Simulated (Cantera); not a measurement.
An isothermal, constant-pressure homogeneous reactor starts with 36.5 % NH₃, 54.7 % N₂, 8.76 % H₂, at 2275 K and 4200 Pa.

Detailed kinetics in Cantera: the gas-phase N/H chemistry of the illustrative SiF4/NH3 mechanism in the Surface Chemkin manual (1991). Walls and surfaces, which speed up NH3 decomposition in real reactors, are not modelled.

One state of this run: x NH₃ = 1.71e-7; x H = 0.0278; x N₂ = 0.527; x N₂H₄ = <1e-12; x NH = 4.77e-8; x H₂ = 0.445. x: mole fraction; the columns are a selection and need not sum to one.

### Question
Which value of t (s) does it belong to?
A) 0.0120
B) 0.000848
C) 6.00e-5
D) 2.39

### Answer
D, 2.39
